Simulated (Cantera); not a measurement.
A closed system holds: 1 mol SiCl4, a varied amount of H2, equilibrated at 1698 K and 1 atm.

Method: chemical equilibrium by Gibbs-energy minimisation in Cantera with the NASA 1993 tables (ideal gas, pure condensed phases). Candidate condensed phases: Si; 19 gas species. Gases not in the tables: Si2H6 and higher silanes. The numbers say what is thermodynamically allowed, not how fast it happens.

**Question.** What share of the Si ends up in condensed phases as a function of n(H2) (mol), at 22, 25, 29, 34, 39, 46, 53, 62, 72, 83, 97, 110, 130?

**Answer.** 
```json
[
 {"n(H2) (mol)": "22", "Si condensed (%)": "11.8", "as": "Si(l)"},
 {"n(H2) (mol)": "25", "Si condensed (%)": "16.1", "as": "Si(l)"},
 {"n(H2) (mol)": "29", "Si condensed (%)": "21.2", "as": "Si(l)"},
 {"n(H2) (mol)": "34", "Si condensed (%)": "26.6", "as": "Si(l)"},
 {"n(H2) (mol)": "39", "Si condensed (%)": "31.3", "as": "Si(l)"},
 {"n(H2) (mol)": "46", "Si condensed (%)": "36.9", "as": "Si(l)"},
 {"n(H2) (mol)": "53", "Si condensed (%)": "41.5", "as": "Si(l)"},
 {"n(H2) (mol)": "62", "Si condensed (%)": "46.6", "as": "Si(l)"},
 {"n(H2) (mol)": "72", "Si condensed (%)": "51.2", "as": "Si(l)"},
 {"n(H2) (mol)": "83", "Si condensed (%)": "55.4", "as": "Si(l)"},
 {"n(H2) (mol)": "97", "Si condensed (%)": "59.8", "as": "Si(l)"},
 {"n(H2) (mol)": "110", "Si condensed (%)": "63.1", "as": "Si(l)"},
 {"n(H2) (mol)": "130", "Si condensed (%)": "67.2", "as": "Si(l)"}
]
```
